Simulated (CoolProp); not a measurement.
Vapour-liquid equilibrium of isohexane (1) + n-heptane (2) at 0.0739 MPa; x and y are mole fractions of (1).

The numbers come from the multi-fluid Helmholtz-energy mixture model, Lemmon 2006 and Span 2003; pair parameters Bell 2016 in CoolProp.

| x | bubble temperature (K) | y at the bubble point | dew temperature at overall composition x (K) | liquid density (mol/L) |
|---|---|---|---|---|
| 0.05 | 358.0 | 0.135 | 360.0 | 6.284 |
| 0.125 | 353.8 | 0.302 | 358.3 | 6.367 |
| 0.2 | 349.9 | 0.435 | 356.4 | 6.448 |
| 0.275 | 346.5 | 0.543 | 354.5 | 6.527 |
| 0.35 | 343.3 | 0.632 | 352.5 | 6.604 |
| 0.425 | 340.4 | 0.705 | 350.3 | 6.680 |
| 0.5 | 337.7 | 0.767 | 347.9 | 6.755 |
| 0.575 | 335.2 | 0.819 | 345.4 | 6.830 |
| 0.65 | 332.9 | 0.863 | 342.6 | 6.904 |
| 0.725 | 330.7 | 0.901 | 339.6 | 6.978 |
| 0.8 | 328.6 | 0.933 | 336.1 | 7.051 |
| 0.875 | 326.7 | 0.962 | 332.2 | 7.125 |
| 0.95 | 324.9 | 0.986 | 327.5 | 7.198 |

No azeotrope shows between x = 0.05 and 0.95.

Pair parameters are fitted to limited data, so mixtures are less certain than the pure fluids.
